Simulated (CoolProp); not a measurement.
Model: reference Helmholtz-energy equation of state, Zhou 2011, in CoolProp.

Task: Give the vapour pressure (MPa), liquid density (kg/m³), vapour Z of saturated dimethyl carbonate at 393 K.

Result: 
| T (K) | p (MPa) | liquid density (kg/m³) | vapour Z |
|---|---|---|---|
| 393 | 0.240 | 930 | 0.946 |
